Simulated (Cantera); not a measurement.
Cantera run:

```python
import numpy as np
import cantera as ct

gas_names = """
    CL CLO CL2 Fe FeCL FeCL2 FeCL3 FeO Fe2CL4 Fe2CL6 O O2 O3
""".split()
cond_names = """
    Fe(a) Fe(c) Fe(d) Fe(L) FeCL2(s) FeCL2(L) FeCL3(s) FeCL3(L) FeO(s) FeO(L) Fe2O3(s) Fe3O4(s)
""".split()


# ... load() reads the species with a 1 bar reference pressure and builds the phases ...
atoms = {
    'Fe3O4': {'Fe': 3, 'O': 4},
    'Cl2': {'CL': 2},
    'O2': {'O': 2},
}
top_T = {'Fe2O3(s)': 1830, 'Fe3O4(s)': 1870}  # K; cautious upper limits of use, not melting points


# ... equilibrate(T, P, feed) seeds the gas with the atoms and calls Mixture.equilibrate('TP', solver="vcs", rtol=1e-11, max_steps=5000) ...
results = []
T = 1548.15  # K
P = 220000  # Pa
for m in [0.042, 0.15, 0.26, 0.37, 0.48, 0.59, 0.7, 0.81]:
    feed = {'Fe3O4': 1, 'Cl2': m, 'O2': 0.63}  # mol
    mix = equilibrate(T, P, feed)
    results.append((T, P, feed, dict(zip(mix.species_names, mix.species_moles))))
    x = sorted(zip(gas.X, gas.species_names), reverse=True)
    print(f"T = {T:g} K  P = {P:g} Pa  n(Cl2) = {m:g} mol  gas = {mix.phase_moles(0):.4g} mol")
    print("   x: " + "  ".join(f"{s} {v:.3e}" for v, s in x if v > 0.0001))
    print("   condensed (mol): " + ("  ".join(f"{mix.phase(i).name} {mix.phase_moles(i):.4g}"
          for i in range(1, mix.n_phases) if mix.phase_moles(i) > 1e-12) or "none"))
```

Output:

```
T = 1548.15 K  P = 220000 Pa  n(Cl2) = 0.042 mol  gas = 0.4318 mol
   x: O2 9.038e-01  CL2 5.173e-02  FeCL2 1.704e-02  FeCL3 1.475e-02  CL 1.227e-02  CLO 4.007e-04
   condensed (mol): Fe2O3(s) 1.493
T = 1548.15 K  P = 220000 Pa  n(Cl2) = 0.15 mol  gas = 0.563 mol
   x: O2 7.542e-01  CL2 1.206e-01  FeCL3 6.016e-02  FeCL2 4.550e-02  CL 1.873e-02  CLO 5.589e-04  Fe2CL4 1.269e-04
   condensed (mol): Fe2O3(s) 1.47
T = 1548.15 K  P = 220000 Pa  n(Cl2) = 0.26 mol  gas = 0.6975 mol
   x: O2 6.646e-01  CL2 1.540e-01  FeCL3 9.541e-02  FeCL2 6.387e-02  CL 2.116e-02  CLO 5.928e-04  Fe2CL4 2.500e-04  Fe2CL6 1.416e-04
   condensed (mol): Fe2O3(s) 1.444
T = 1548.15 K  P = 220000 Pa  n(Cl2) = 0.37 mol  gas = 0.8326 mol
   x: O2 6.056e-01  CL2 1.726e-01  FeCL3 1.214e-01  FeCL2 7.676e-02  CL 2.240e-02  CLO 5.991e-04  Fe2CL4 3.611e-04  Fe2CL6 2.292e-04
   condensed (mol): Fe2O3(s) 1.417
T = 1548.15 K  P = 220000 Pa  n(Cl2) = 0.48 mol  gas = 0.9681 mol
   x: O2 5.639e-01  CL2 1.841e-01  FeCL3 1.411e-01  FeCL2 8.637e-02  CL 2.314e-02  CLO 5.970e-04  Fe2CL4 4.572e-04  Fe2CL6 3.095e-04
   condensed (mol): Fe2O3(s) 1.389
T = 1548.15 K  P = 220000 Pa  n(Cl2) = 0.59 mol  gas = 1.104 mol
   x: O2 5.330e-01  CL2 1.917e-01  FeCL3 1.564e-01  FeCL2 9.383e-02  CL 2.361e-02  CLO 5.923e-04  Fe2CL4 5.395e-04  Fe2CL6 3.803e-04
   condensed (mol): Fe2O3(s) 1.361
T = 1548.15 K  P = 220000 Pa  n(Cl2) = 0.7 mol  gas = 1.24 mol
   x: O2 5.090e-01  CL2 1.970e-01  FeCL3 1.686e-01  FeCL2 9.980e-02  CL 2.393e-02  Fe2CL4 6.103e-04  CLO 5.867e-04  Fe2CL6 4.421e-04
   condensed (mol): Fe2O3(s) 1.332
T = 1548.15 K  P = 220000 Pa  n(Cl2) = 0.81 mol  gas = 1.376 mol
   x: O2 4.900e-01  CL2 2.008e-01  FeCL3 1.786e-01  FeCL2 1.047e-01  CL 2.417e-02  Fe2CL4 6.715e-04  CLO 5.812e-04  Fe2CL6 4.959e-04
   condensed (mol): Fe2O3(s) 1.303
```

Method: chemical equilibrium by Gibbs-energy minimisation in Cantera with the NASA 1993 tables (ideal gas, pure condensed phases).
